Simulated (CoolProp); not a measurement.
Vapour-liquid equilibrium of C3F8 (R218) (1) + R134a (2) at 1.01 MPa; x and y are mole fractions of (1).

Model: multi-fluid Helmholtz-energy mixture model, Lemmon 2006 and Tillner-Roth 1994; pair parameters Bell 2016, in CoolProp.

| x | bubble temperature, mixture model (K) | bubble temperature, Raoult's law (K) | y, mixture model | y, Raoult's law |
|---|---|---|---|---|
| 0.05 | 309.3 | 312.4 | 0.117 | 0.062 |
| 0.15 | 304.4 | 311.5 | 0.278 | 0.182 |
| 0.25 | 301.4 | 310.6 | 0.383 | 0.296 |
| 0.35 | 299.5 | 309.6 | 0.459 | 0.405 |
| 0.45 | 298.4 | 308.7 | 0.521 | 0.509 |
| 0.55 | 297.9 | 307.8 | 0.579 | 0.608 |
| 0.65 | 297.8 | 306.9 | 0.639 | 0.703 |
| 0.75 | 298.2 | 306.1 | 0.708 | 0.793 |
| 0.85 | 299.5 | 305.2 | 0.797 | 0.879 |
| 0.95 | 302.0 | 304.3 | 0.919 | 0.961 |

The largest gap from Raoult's law is -10.3 K in bubble temperature, at x = 0.45. y crosses x between x = 0.55 and 0.65: the model has an azeotrope there.

Pair parameters are fitted to limited data, so mixtures are less certain than the pure fluids.
